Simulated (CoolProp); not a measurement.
A simple Rankine cycle with water: condensing at 292.15 K, boiler at 0.498 MPa, turbine inlet 426.8 K, turbine efficiency 0.9, pump efficiency 0.8, no recuperator. Each further row changes one setting.

Computed with CoolProp (reference Helmholtz-energy equation of state, Wagner 2002).

```tsv
case	thermal efficiency (%)	net work (kJ/kg)	heat in (kJ/kg)	turbine exit temperature (K)	volume ratio over the turbine
as stated	25.5	683	2670	292.1	___
turbine inlet 446.8 K	___	696	2720	292.1	126
condensing temperature 284.15 K	27.0	730	2710	284.1	___
boiler pressure 0.349 MPa	24.0	645	2690	292.1	___
turbine efficiency 0.8	___	607	2670	292.1	136
```

**Question.** Complete the blanks.

**Answer.** 
- as stated, volume ratio over the turbine: 131
- turbine inlet 446.8 K, thermal efficiency (%): 25.6
- condensing temperature 284.15 K, volume ratio over the turbine: 211
- boiler pressure 0.349 MPa, volume ratio over the turbine: 92.9
- turbine efficiency 0.8, thermal efficiency (%): 22.7

The expansion ends wet for: as stated; turbine inlet 446.8 K; condensing temperature 284.15 K; boiler pressure 0.349 MPa; turbine efficiency 0.8.
